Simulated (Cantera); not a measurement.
Cantera run:

```python
import numpy as np
import cantera as ct

gas_names = """
    F2 K H2
""".split()
cond_names = """
    KHF2(a) KHF2(b) KHF2(L)
""".split()


# ... load() reads the species with a 1 bar reference pressure and builds the phases ...
species = {s.name: s for s in load("nasa_gas.yaml", gas_names) + load("nasa_condensed.yaml", cond_names)}
# Each term lists the table entries of one substance; the one whose range holds T is used.
reactions = {
    '2 F2(g) + 2 K(g) + H2(g) = 2 KHF2':
        [(-2, ['F2']), (-2, ['K']), (-1, ['H2']), (2, ['KHF2(a)', 'KHF2(b)', 'KHF2(L)'])],
}


def pick(names, T):
    return next(species[n] for n in names if species[n].thermo.min_temp <= T <= species[n].thermo.max_temp)


results = []
for label, terms in reactions.items():
    print(label)
    print("     T/K   dH/kJ  dS/(J/K)   dG/kJ   log10 K")
    for T in [1273, 1473, 1673, 1873, 2073, 2273, 2473, 2673]:
        used = [(nu, pick(names, T)) for nu, names in terms]
        dH = sum(nu * s.thermo.h(T) for nu, s in used) / 1e6
        dS = sum(nu * s.thermo.s(T) for nu, s in used) / 1e3
        dG = dH - T * dS / 1e3
        logK = -dG * 1e6 / (ct.gas_constant * T * np.log(10))
        results.append((label, T, dH, dS, dG, logK, [s.name for _, s in used]))
        print(f"{T:8g} {dH:8.1f} {dS:8.1f} {dG:8.1f} {logK:8.2f}")
```

It prints:

```
2 F2(g) + 2 K(g) + H2(g) = 2 KHF2
     T/K   dH/kJ  dS/(J/K)   dG/kJ   log10 K
    1273  -1947.5   -495.5  -1316.7    54.03
    1473  -1935.6   -486.8  -1218.5    43.21
    1673  -1924.0   -479.4  -1121.9    35.03
    1873  -1912.6   -473.0  -1026.7    28.63
    2073  -1901.5   -467.4   -932.6    23.50
    2273  -1890.6   -462.4   -839.7    19.30
    2473  -1879.9   -457.9   -747.7    15.79
    2673  -1869.4   -453.8   -656.5    12.83
```

Source: NASA polynomial tables (part measured, part estimated), evaluated in Cantera. Condensed species are held in their standard states even where they would react or evaporate.
